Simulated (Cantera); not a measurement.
Feed: 1 mol B₂H₆, 26 mol N₂, at 2025 K.

Equilibrium computed with Cantera from the NASA thermochemical tables; the gas is ideal and each condensed phase is pure. Candidate condensed phases: B, BN; 15 gas species. The feed counts by its element totals alone. The tables' values for BH₂ are old estimates; treat these amounts as uncertain. The numbers say what is thermodynamically allowed, not how fast it happens.

x: gas mole fraction; n: condensed amount in mol.

| P (Pa) | x N₂ | x H₂ | x H | x B | x BH₂ | n B(s) | n BN(s) |
|---|---|---|---|---|---|---|---|
| 10 | 0.871 | 0.0743 | 0.0524 | 0.00201 | 4.00e-5 | 1.94 | 0 |
| 37 | 0.879 | [?] | [?] | [?] | 3.53e-5 | 0 | 1.99 |
| 140 | 0.886 | 0.0982 | 0.0161 | 5.32e-5 | 1.96e-5 | 0 | 2.00 |
| 520 | 0.889 | 0.102 | 0.00854 | 7.42e-6 | 1.06e-5 | 0 | 2.00 |
| 1900 | 0.891 | 0.105 | [?] | [?] | 5.66e-6 | 0 | 2.00 |
| 7200 | 0.892 | 0.106 | 0.00233 | 1.44e-7 | 2.94e-6 | 0 | 2.00 |
| 27000 | 0.892 | 0.106 | 0.00121 | 1.98e-8 | 1.53e-6 | 0 | 2.00 |
| 100000 | 0.893 | 0.107 | 0.000629 | 2.78e-9 | 7.95e-7 | 0 | 2.00 |

Question: What belongs in the gaps?

Answer: 
- 37, x H₂: 0.0904
- 37, x H: 0.0301
- 37, x B: 0.000393
- 1900, x H: 0.00452
- 1900, x B: 1.06e-6
